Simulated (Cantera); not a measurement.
# Adiabatic ignition

An adiabatic, constant-pressure homogeneous reactor starts with CH₃OH : O₂ : N₂ = 1 : 1.85 : 14 (molar parts), at 1400 K and 21800 Torr.

Cantera simulation using GRI-Mech 3.0 (53 species, 325 reactions); the numbers are that mechanism's predictions, not measurements. GRI-Mech 3.0 was tuned for natural gas; its chemistry of methanol as a main component is partial and can be far from experiment. The pressure lies above the range GRI-Mech 3.0 was tuned for (to about 10 atm).

```
t (s)     T (K)  x CH₃OH    x O₂     x HCN    x CO₂      x NO     x N₂O    x C₂H₂
--------  -----  -------  ------  --------  -------  --------  --------  --------
1.00e-6    1400   0.0593   0.110    <1e-12  3.05e-7    <1e-12  7.91e-12    <1e-12
2.51e-6    1400   0.0593   0.110    <1e-12  7.69e-7    <1e-12  5.23e-11    <1e-12
6.31e-6    1400   0.0593   0.110    <1e-12  1.94e-6    <1e-12  3.47e-10    <1e-12
1.58e-5    1400   0.0591   0.110    <1e-12  4.89e-6    <1e-12   2.23e-9  1.19e-12
3.98e-5    1408   0.0551   0.108    <1e-12  1.78e-5    <1e-12   1.95e-8  5.41e-12
0.000100   2377   <1e-12  0.0203  4.17e-12   0.0561   5.69e-5   1.67e-6    <1e-12
0.000251   2377   <1e-12  0.0203  4.08e-12   0.0562  0.000168   1.66e-6    <1e-12
0.000631   2377   <1e-12  0.0201  4.27e-12   0.0562  0.000440   1.65e-6    <1e-12
0.00158    2376   <1e-12  0.0198  4.71e-12   0.0562   0.00107   1.64e-6    <1e-12
0.00398    2373   <1e-12  0.0192  5.48e-12   0.0562   0.00233   1.62e-6    <1e-12
0.0100     2369   <1e-12  0.0183  6.39e-12   0.0562   0.00411   1.60e-6    <1e-12
0.0251     2367   <1e-12  0.0178  6.87e-12   0.0562   0.00517   1.59e-6    <1e-12
0.0631     2367   <1e-12  0.0178  6.92e-12   0.0562   0.00529   1.59e-6    <1e-12
0.158      2367   <1e-12  0.0178  6.92e-12   0.0562   0.00529   1.59e-6    <1e-12
0.398      2367   <1e-12  0.0178  6.92e-12   0.0562   0.00529   1.59e-6    <1e-12
1.00       2367   <1e-12  0.0178  6.92e-12   0.0562   0.00529   1.59e-6    <1e-12
```
x: mole fraction; the columns are a selection and need not sum to one.

```yaml
time_of_steepest_temperature_rise: 56.7 µs
temperature at 1.00 s: 2367 K
equilibrium_temperature: 2367 K
x(CH₃OH) at 1.00 s: <1e-12 (gas-phase equilibrium <1e-12)
x(O₂) at 1.00 s: 0.0178 (gas-phase equilibrium 0.0178)
x(HCN) at 1.00 s: 6.92e-12 (gas-phase equilibrium 6.92e-12)
```
